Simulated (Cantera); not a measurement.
Mixture: CH4 : O2 : N2 : H2O = 1 : 1.25 : 6 : 1.9 (molar parts), equivalence ratio 1.6, at 368 Torr, adiabatic and at constant pressure. Ignition delay is the time to a rise of 400 K.

Model: GRI-Mech 3.0 (53 species, 325 reactions), integrated in Cantera.

### Question
Predict: delay at 1198 K; delay at 1273 K; delay at 1348 K; delay at 1423 K; delay at 1498 K; delay at 1573 K; apparent activation energy between 1423 and 1573 K.

### Answer
```
Item                                                    Result
--------------------------------------------------  ----------
delay at 1198 K                                        0.230 s
delay at 1273 K                                        81.7 ms
delay at 1348 K                                        29.9 ms
delay at 1423 K                                        11.4 ms
delay at 1498 K                                        4.58 ms
delay at 1573 K                                        2.00 ms
apparent activation energy between 1423 and 1573 K  220 kJ/mol
```
